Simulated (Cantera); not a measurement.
A Cantera script and what it prints.

```python
import numpy as np
import cantera as ct

gas_names = """
    H HNO HNO2 HNO3 HO2 H2 H2O H2O2 N NH NH2 NH3 NH2OH NO NO2 NO3 N2 N2H2 N2H4 N2O O OH O2 O3 Si SiH
    SiH2 SiH3 SiH4 SiN SiO SiO2 Si2 Si2N Si3
""".split()
cond_names = """
    H2O(s) H2O(L) Si(cr) Si(L) SiO2(Lqz) SiO2(hqz) SiO2(L) Si2N2O(s) Si3N4(a)
""".split()


# ... load() reads the species with a 1 bar reference pressure and builds the phases ...
atoms = {
    'Si2H6': {'Si': 2, 'H': 6},
    'H2O': {'H': 2, 'O': 1},
    'N2': {'N': 2},
}
top_T = {'Si2N2O(s)': 2100, 'Si3N4(a)': 2400}  # K; cautious upper limits of use, not melting points


# ... equilibrate(T, P, feed) seeds the gas with the atoms and calls Mixture.equilibrate('TP', solver="vcs", rtol=1e-11, max_steps=5000) ...
results = []
feed = {'Si2H6': 1, 'H2O': 0.14, 'N2': 39}  # mol
P = 1000  # Pa
for T in [598, 698, 798, 898, 998, 1098, 1198, 1298, 1398, 1498, 1598, 1698, 1798, 1898]:
    mix = equilibrate(T, P, feed)
    results.append((T, P, feed, dict(zip(mix.species_names, mix.species_moles))))
    x = sorted(zip(gas.X, gas.species_names), reverse=True)
    print(f"T = {T:g} K  P = {P:g} Pa  gas = {mix.phase_moles(0):.4g} mol")
    print("   x: " + "  ".join(f"{s} {v:.3e}" for v, s in x if v > 1e-06))
    print("   condensed (mol): " + ("  ".join(f"{mix.phase(i).name} {mix.phase_moles(i):.4g}"
          for i in range(1, mix.n_phases) if mix.phase_moles(i) > 1e-12) or "none"))
```

Result:

```
T = 598 K  P = 1000 Pa  gas = 40.85 mol
   x: N2 9.231e-01  H2 7.685e-02  NH3 8.815e-06
   condensed (mol): Si2N2O(s) 0.14  Si3N4(a) 0.5733
T = 698 K  P = 1000 Pa  gas = 40.85 mol
   x: N2 9.231e-01  H2 7.686e-02  NH3 1.968e-06
   condensed (mol): Si2N2O(s) 0.14  Si3N4(a) 0.5733
T = 798 K  P = 1000 Pa  gas = 40.85 mol
   x: N2 9.231e-01  H2 7.686e-02
   condensed (mol): Si2N2O(s) 0.14  Si3N4(a) 0.5733
T = 898 K  P = 1000 Pa  gas = 40.85 mol
   x: N2 9.231e-01  H2 7.686e-02
   condensed (mol): Si2N2O(s) 0.14  Si3N4(a) 0.5733
T = 998 K  P = 1000 Pa  gas = 40.85 mol
   x: N2 9.231e-01  H2 7.686e-02
   condensed (mol): Si2N2O(s) 0.14  Si3N4(a) 0.5733
T = 1098 K  P = 1000 Pa  gas = 40.85 mol
   x: N2 9.231e-01  H2 7.686e-02
   condensed (mol): Si2N2O(s) 0.14  Si3N4(a) 0.5733
T = 1198 K  P = 1000 Pa  gas = 40.85 mol
   x: N2 9.231e-01  H2 7.686e-02
   condensed (mol): Si2N2O(s) 0.14  Si3N4(a) 0.5733
T = 1298 K  P = 1000 Pa  gas = 40.85 mol
   x: N2 9.231e-01  H2 7.686e-02  H 2.971e-06
   condensed (mol): Si2N2O(s) 0.14  Si3N4(a) 0.5733
T = 1398 K  P = 1000 Pa  gas = 40.85 mol
   x: N2 9.231e-01  H2 7.685e-02  H 1.312e-05
   condensed (mol): Si2N2O(s) 0.14  Si3N4(a) 0.5733
T = 1498 K  P = 1000 Pa  gas = 40.86 mol
   x: N2 9.231e-01  H2 7.683e-02  H 4.763e-05  SiO 1.404e-05
   condensed (mol): Si2N2O(s) 0.1394  Si3N4(a) 0.5735
T = 1598 K  P = 1000 Pa  gas = 40.87 mol
   x: N2 9.228e-01  H2 7.675e-02  SiO 2.543e-04  H 1.475e-04
   condensed (mol): Si2N2O(s) 0.1296  Si3N4(a) 0.5768
T = 1698 K  P = 1000 Pa  gas = 41.04 mol
   x: N2 9.200e-01  H2 7.631e-02  SiO 3.248e-03  H 3.994e-04  Si 1.963e-05  SiN 1.148e-06
   condensed (mol): Si2N2O(s) 0.006683  Si3N4(a) 0.6175
T = 1798 K  P = 1000 Pa  gas = 41.08 mol
   x: N2 9.193e-01  H2 7.594e-02  SiO 3.408e-03  H 9.702e-04  Si 2.932e-04  Si2N 1.919e-05  SiN 1.252e-05  SiH 9.272e-06  SiH2 2.131e-06  Si2 1.674e-06
   condensed (mol): Si3N4(a) 0.6151
T = 1898 K  P = 1000 Pa  gas = 42.38 mol
   x: N2 9.202e-01  H2 7.302e-02  SiO 3.303e-03  H 2.112e-03  Si 1.228e-03  Si2N 5.750e-05  SiN 3.966e-05  SiH 2.896e-05  Si2 9.818e-06  SiH2 4.204e-06  Si3 2.217e-06
   condensed (mol): Si(L) 1.799
```

Method: chemical equilibrium by Gibbs-energy minimisation in Cantera with the NASA 1993 tables (ideal gas, pure condensed phases). The feed counts by its element totals alone. N2 is the only nitrogen source here; it is nearly inert below about 1500 K, so the nitride shown seldom forms there in practice. Mutual solubility and eutectic melting of coexisting phases are not modelled. The tables' values for SiN are old estimates; treat these amounts as uncertain.
